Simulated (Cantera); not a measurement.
Input (Python, Cantera) and output of one run.

```python
import numpy as np
import cantera as ct

gas_names = """
    C CH CH2 CH3 CH4 C2 C2H C2H2,acetylene C2H2,vinylidene C2H3,vinyl C2H4 C2H5 C2H6 C3 C3H3,propargyl
    C3H4,allene C3H4,propyne C3H4,cyclo- C3H5,allyl C3H6,propylene C3H6,cyclo- C3H7,n-propyl
    C3H7,i-propyl C3H8 C4 C4H2 C4H4,1,3-cyclo- C4H6,butadiene C4H6,2-butyne C4H6,cyclo- C4H8,1-butene
    C4H8,cis2-buten C4H8,tr2-butene C4H8,isobutene C4H8,cyclo- C4H9,n-butyl C4H9,i-butyl C4H9,s-butyl
    C4H9,t-butyl C4H10,isobutane C4H10,n-butane C5 C5H6,1,3cyclo- C5H8,cyclo- C5H10,1-pentene
    C5H10,cyclo- C5H11,pentyl C5H11,t-pentyl C5H12,n-pentane C5H12,i-pentane CH3C(CH3)2CH3 C6H2
    C6H5,phenyl C6H6 C6H10,cyclo- C6H12,1-hexene C6H12,cyclo- C6H13,n-hexyl C7H7,benzyl C7H8
    C7H14,1-heptene C7H15,n-heptyl C7H16,n-heptane C8H8,styrene C8H10,ethylbenz C8H16,1-octene
    C8H17,n-octyl C8H18,isooctane C8H18,n-octane C9H19,n-nonyl C10H8,naphthale C10H21,n-decyl
    C12H9,o-bipheny C12H10,bipheny H H2 Si SiC SiC2 SiC4H12 SiH SiH2 SiH3 SiH4 Si2 Si2C Si3
""".split()
cond_names = """
    C(gr) C6H6(L) C7H8(L) C8H18(L),n-octa Si(cr) Si(L) SiC(b)
""".split()


def load(file, names, dense=False):
    # The tables refer to 1 bar. Condensed volumes are neglected.
    table = {s.name: s for s in ct.Species.list_from_file(file)}
    out = []
    for n in names:
        d = dict(table[n].input_data)
        d["thermo"] = dict(d["thermo"], **{"reference-pressure": 1e5})
        if dense:
            d["equation-of-state"] = {"model": "constant-volume", "density": "1e6 g/cm^3"}
        out.append(ct.Species.from_dict(d))
    return out


gas = ct.Solution(thermo="ideal-gas", species=load("nasa_gas.yaml", gas_names))
cond = {s.name: ct.Solution(thermo="fixed-stoichiometry", species=[s], name=s.name)
        for s in load("nasa_condensed.yaml", cond_names, dense=True)}
atoms = {
    'CH3SiH3': {'C': 1, 'H': 6, 'Si': 1},
    'CH4': {'C': 1, 'H': 4},
    'H2': {'H': 2},
}
top_T = {'C(gr)': 4500, 'SiC(b)': 3050}  # K; cautious upper limits of use, not melting points


def equilibrate(T, P, feed):
    n = {}
    for name, mol in feed.items():
        for a, k in atoms[name].items():
            n[a] = n.get(a, 0.0) + k * mol
    gas.TPX = T, P, n
    mass = sum(n.values()) * gas.mean_molecular_weight
    gas.equilibrate("TP")
    valid = [c for c in cond.values() if c.min_temp <= T <= top_T.get(c.name, c.max_temp)]
    mix = ct.Mixture([(gas, mass / gas.mean_molecular_weight)] + [(c, 0.0) for c in valid])
    mix.T, mix.P = T, P
    mix.equilibrate("TP", solver="vcs", rtol=1e-11, max_steps=5000)
    return mix


results = []
feed = {'CH3SiH3': 1, 'CH4': 0.026, 'H2': 2.8}  # mol
P = 11000  # Pa
for T in [1575, 1675, 1775, 1875, 1975, 2075, 2175, 2275, 2375, 2475]:
    mix = equilibrate(T, P, feed)
    results.append((T, P, feed, dict(zip(mix.species_names, mix.species_moles))))

top = {s: max(r[3][s] / sum(r[3][g] for g in gas_names) for r in results) for s in gas_names}
cols = sorted((s for s in top if top[s] > 1e-05), key=lambda s: -top[s])[:7]
seen = [c for c in cond_names if any(r[3].get(c, 0) > 1e-12 for r in results)]
print("log10 of partial pressures in bar; condensed amounts in mol")
print(f"{'T/K':>10s}" + "".join(f"{s[:9]:>10s}" for s in cols + seen))
for T, P, feed, n in results:
    ng = sum(n[g] for g in gas_names)
    print(f"{T:10.4g}" + "".join(f"{np.log10(max(n[s] / ng * P / 1e5, 1e-99)):10.3f}" for s in cols)
          + "".join(f"{n.get(c, 0):10.4g}" for c in seen))
```

It prints:

```
log10 of partial pressures in bar; condensed amounts in mol
       T/K        H2         H        Si C2H2,acet      SiC2      Si2C       SiH     C(gr)    SiC(b)
      1575    -0.959    -4.861    -9.257    -5.634   -11.750   -11.831    -9.358   0.02458         1
      1675    -0.959    -4.415    -8.234    -5.195   -10.412   -10.520    -8.488   0.02454         1
      1775    -0.959    -4.018    -7.327    -4.806    -9.228    -9.360    -7.718   0.02379         1
      1875    -0.960    -3.663    -6.518    -4.459    -8.172    -8.326    -7.031   0.02192         1
      1975    -0.961    -3.344    -5.792    -4.148    -7.226    -7.401    -6.415   0.01823    0.9999
      2075    -0.963    -3.056    -5.137    -3.869    -6.374    -6.567    -5.860   0.01179    0.9994
      2175    -0.966    -2.794    -4.543    -3.618    -5.602    -5.812    -5.358  0.001711    0.9978
      2275    -0.972    -2.557    -3.939    -3.515    -4.961    -5.063    -4.840         0    0.9911
      2375    -0.981    -2.341    -3.425    -3.350    -4.339    -4.418    -4.407         0    0.9697
      2475    -0.997    -2.146    -2.997    -3.119    -3.724    -3.870    -4.057         0    0.9114
```

Method: chemical equilibrium by Gibbs-energy minimisation in Cantera with the NASA 1993 tables (ideal gas, pure condensed phases). The feed counts by its element totals alone. Gases not in the tables: Si2H6 and higher silanes.
